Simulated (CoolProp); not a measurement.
Vapour-liquid equilibrium of carbon dioxide (1) + n-pentane (2) at 270.3 K; x and y are mole fractions of (1).

Model: multi-fluid Helmholtz-energy mixture model, Span 1996 and Thol 2019; pair parameters Kunz 2012, in CoolProp.

Problem. Give the bubble pressure and the first vapour's composition at x = 0.2, 0.35, 0.425. Is there an azeotrope?

Solution. x = 0.2: 8.880 bar, y = 0.974; x = 0.35: 14.70 bar, y = 0.984; x = 0.425: 16.95 bar, y = 0.986. No azeotrope shows between x = 0.05 and 0.95.

Pair parameters are fitted to limited data, so mixtures are less certain than the pure fluids. The gap from Raoult's law changes sign with composition, which may be real or a fault of the pair parameters; it wasn't checked against measurements.
